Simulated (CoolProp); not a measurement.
Model: reference Helmholtz-energy equation of state, Gao 2020, in CoolProp.

Task: For ammonia, give the phase and the density (kg/m³), cp (kJ/(kg K)), cv (kJ/(kg K)), viscosity (µPa s) at 68.25 °C and 2.52 MPa.

Result: 
- 68.25 °C and 2.52 MPa: gas; density 18.5, cp 3.68, cv 2.31, viscosity 11.4

Viscosity comes from a separate model (Fenghour 1995).
